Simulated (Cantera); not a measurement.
Input (Python, Cantera) and output of one run.

```python
import numpy as np
import cantera as ct

gas_names = """
    N N2 Si SiN Si2 Si2N Si3
""".split()
cond_names = """
    Si(cr) Si(L) Si3N4(a)
""".split()


# ... load() reads the species with a 1 bar reference pressure and builds the phases ...
atoms = {
    'Si3N4': {'Si': 3, 'N': 4},
    'N2': {'N': 2},
}
top_T = {'Si3N4(a)': 2400}  # K; cautious upper limits of use, not melting points


# ... equilibrate(T, P, feed) seeds the gas with the atoms and calls Mixture.equilibrate('TP', solver="vcs", rtol=1e-11, max_steps=5000) ...
results = []
feed = {'Si3N4': 1, 'N2': 0.072}  # mol
P = 4.4  # Pa
for T in [1473, 1573, 1673, 1773, 1873, 1973, 2073, 2173]:
    mix = equilibrate(T, P, feed)
    results.append((T, P, feed, dict(zip(mix.species_names, mix.species_moles))))

top = {s: max(r[3][s] / sum(r[3][g] for g in gas_names) for r in results) for s in gas_names}
cols = sorted((s for s in top if top[s] > 1e-05), key=lambda s: -top[s])[:9]
seen = [c for c in cond_names if any(r[3].get(c, 0) > 1e-12 for r in results)]
print("log10 of partial pressures in bar; condensed amounts in mol")
print(f"{'T/K':>10s}" + "".join(f"{s[:9]:>10s}" for s in cols + seen))
for T, P, feed, n in results:
    ng = sum(n[g] for g in gas_names)
    print(f"{T:10.4g}" + "".join(f"{np.log10(max(n[s] / ng * P / 1e5, 1e-99)):10.3f}" for s in cols)
          + "".join(f"{n.get(c, 0):10.4g}" for c in seen))
```

It prints:

```
log10 of partial pressures in bar; condensed amounts in mol
       T/K        N2        Si       Si2       Si3      Si2N       SiN    Si(cr)     Si(L)  Si3N4(a)
      1473    -4.357    -8.397   -11.510   -12.412   -10.388   -10.415         0         0         1
      1573    -4.357    -7.260    -9.938   -10.618    -9.246    -9.458     2.997         0         0
      1673    -4.361    -6.379    -8.794    -9.401    -8.482    -8.738      2.98         0         0
      1773    -4.378    -5.672    -7.926    -8.543    -7.960    -8.179         0     2.892         0
      1873    -4.455    -5.055    -7.182    -7.822    -7.554    -7.726         0     2.464         0
      1973    -4.743    -4.591    -6.695    -7.448    -7.480    -7.519         0         0         0
      2073    -4.745    -4.587    -7.084    -8.353    -8.113    -7.617         0         0         0
      2173    -4.745    -4.586    -7.442    -9.183    -8.692    -7.708         0         0         0
```

Equilibrium computed with Cantera from the NASA thermochemical tables; the gas is ideal and each condensed phase is pure. The tables' values for SiN are old estimates; treat these amounts as uncertain.
